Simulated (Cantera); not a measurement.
Input: 1 mol CuO, 1.9 mol CO, 0.93 mol H2, a varied amount of CH4, held at 1430 Torr.

These are equilibrium values from Cantera (NASA tables, ideal gas, pure condensed phases), not measurements of a reactor. Candidate condensed phases: C, C6H6, C7H8, C8H18, Cu, CuO, Cu(OH)2, Cu2O, H2O; 113 gas species. The numbers say what is thermodynamically allowed, not how fast it happens.

Q: What condenses at these points (T in K, n(CH4) in mol): (1100, 0.86); (1075, 0.86); (1200, 0.58); (1025, 2.3); (1250, 2.8)?

A: 
| T (K) | n(CH4) in mol | condensed phases | Cu condensed (%) |
|---|---|---|---|
| 1100 | 0.86 | C + Cu | 100.0 |
| 1075 | 0.86 | C + Cu | 100.0 |
| 1200 | 0.58 | Cu | 100.0 |
| 1025 | 2.3 | C + Cu | 100.0 |
| 1250 | 2.8 | C + Cu | 100.0 |
